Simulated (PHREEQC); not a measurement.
Solution (25 °C): 0.0057 mol/kgw H2SO4. Closed to the air; pH follows from the charge balance.

Equilibrium calculation in PHREEQC: ion-association model, phreeqc.dat.

The pH comes out as 2.08 and the ionic strength is 0.0129 mol/kgw. The specific conductance is 3590 µS/cm and the total alkalinity is -11.4 meq/kg.

```
species  molality  activity   log γ
-------  --------  --------  ------
H+        0.00930   0.00841  -0.043
SO4-2     0.00360   0.00229  -0.196
HSO4-     0.00210   0.00187  -0.050
```

No solid was allowed to form.
